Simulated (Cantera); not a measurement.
An adiabatic, constant-pressure homogeneous reactor starts with 6.41 % CH4, 18.6 % O2, 69.9 % N2, 5.13 % H2O, equivalence ratio 0.69, at 1448 K and 0.938 atm.

Computed with Cantera and GRI-Mech 3.0 (53 species, 325 reactions).

Predict: time of steepest temperature rise; temperature at 0.900 s; equilibrium temperature; x(O2) at 0.900 s; x(H2O) at 0.900 s; x(N2O) at 0.900 s.


```json
{
 "time_of_steepest_temperature_rise": "2.02 ms",
 "temperature at 0.900 s": "2512 K",
 "equilibrium_temperature": "2512 K",
 "x(O2) at 0.900 s": "0.0535 (gas-phase equilibrium 0.0535)",
 "x(H2O) at 0.900 s": "0.165 (gas-phase equilibrium 0.165)",
 "x(N2O) at 0.900 s": "5.58e-7 (gas-phase equilibrium 5.58e-7)"
}
```
